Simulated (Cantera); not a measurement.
**Carbothermic reduction: MgO + C + CO**

A closed system holds: 1 mol MgO, 0.87 mol C, 3 mol CO, held at 1000 Pa.

Cantera equilibrium calculation (NASA polynomials, part measured and part estimated; ideal gas, pure solids and liquids). Candidate condensed phases: C, Mg, MgCO₃, MgO; 15 gas species. Rates play no part.

From 1475 K to 1600 K the condensed part is C(graphite) + MgO(s). From 1625 K to 1800 K the condensed part is MgO(s). The main Mg-bearing gas is Mg throughout.

| T (K) | x CO | x Mg | x CO₂ | x Mg₂ | x MgO | n C(graphite) | n MgO(s) |
|---|---|---|---|---|---|---|---|
| 1475 | 0.997 | 0.00253 | 8.27e-6 | 1.74e-11 | 1.64e-12 | 0.862 | 0.992 |
| 1500 | 0.994 | 0.00588 | 6.56e-6 | 9.03e-11 | 4.00e-12 | 0.852 | 0.982 |
| 1525 | 0.987 | 0.0134 | 5.20e-6 | 4.48e-10 | 9.49e-12 | 0.829 | 0.959 |
| 1550 | 0.970 | 0.0298 | 4.08e-6 | 2.14e-9 | 2.19e-11 | 0.775 | 0.905 |
| 1575 | 0.934 | 0.0664 | 3.08e-6 | 1.02e-8 | 4.92e-11 | 0.640 | 0.770 |
| 1600 | 0.847 | 0.153 | 2.09e-6 | 5.19e-8 | 1.08e-10 | 0.210 | 0.340 |
| 1625 | 0.816 | 0.184 | 2.83e-6 | 7.21e-8 | 2.31e-10 | 0 | 0.130 |
| 1650 | 0.816 | 0.184 | 4.70e-6 | 6.94e-8 | 4.82e-10 | 0 | 0.130 |
| 1675 | 0.816 | 0.184 | 7.68e-6 | 6.68e-8 | 9.84e-10 | 0 | 0.130 |
| 1700 | 0.816 | 0.184 | 1.24e-5 | 6.44e-8 | 1.97e-9 | 0 | 0.130 |
| 1725 | 0.816 | 0.184 | 1.97e-5 | 6.21e-8 | 3.86e-9 | 0 | 0.130 |
| 1750 | 0.816 | 0.184 | 3.08e-5 | 5.99e-8 | 7.42e-9 | 0 | 0.130 |
| 1775 | 0.816 | 0.184 | 4.77e-5 | 5.78e-8 | 1.40e-8 | 0 | 0.130 |
| 1800 | 0.816 | 0.184 | 7.30e-5 | 5.58e-8 | 2.60e-8 | 0 | 0.130 |
x: gas mole fraction; n: condensed amount in mol.
